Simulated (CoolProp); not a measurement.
R152A along the isotherm 135.95 °C: Z from the reference equation and from simpler models built on Tc = 113.3 °C, pc = 4.517 MPa, ω = 0.275; each cubic takes its own stable root.

Model: reference Helmholtz-energy equation of state, Outcalt 1996, in CoolProp. It is a modified Benedict-Webb-Rubin equation, recast in Helmholtz form.

```
p (MPa)          phase  reference  van der Waals  Redlich-Kwong  Soave-Redlich-Kwong  Peng-Robinson
-------  -------------  ---------  -------------  -------------  -------------------  -------------
0.423              gas     0.9711         0.9753         0.9725               0.9734         0.9700
0.847              gas     0.9413         0.9495         0.9441               0.9459         0.9393
1.27               gas     0.9106         0.9226         0.9147               0.9176         0.9078
1.69               gas     0.8791         0.8945         0.8843               0.8884         0.8756
2.12               gas     0.8455         0.8641         0.8518               0.8573         0.8415
2.54               gas     0.8114         0.8324         0.8185               0.8256         0.8070
2.96               gas     0.7756         0.7984         0.7833               0.7924         0.7711
3.39               gas     0.7369         0.7604         0.7448               0.7564         0.7327
3.81               gas     0.6966         0.7193         0.7044               0.7189         0.6931
4.23               gas     0.6534         0.6727         0.6603               0.6788         0.6511
4.66     supercritical     0.6050         0.6162         0.6099               0.6342         0.6051
5.08     supercritical     0.5525         0.5462         0.5539               0.5865         0.5567
5.5      supercritical     0.4933         0.4537         0.4896               0.5345         0.5050
5.93     supercritical     0.4264         0.3948         0.4232               0.4796         0.4515
6.35     supercritical     0.3662         0.3833         0.3832               0.4348         0.4078
6.78     supercritical     0.3270         0.3854         0.3674               0.4076         0.3801
```
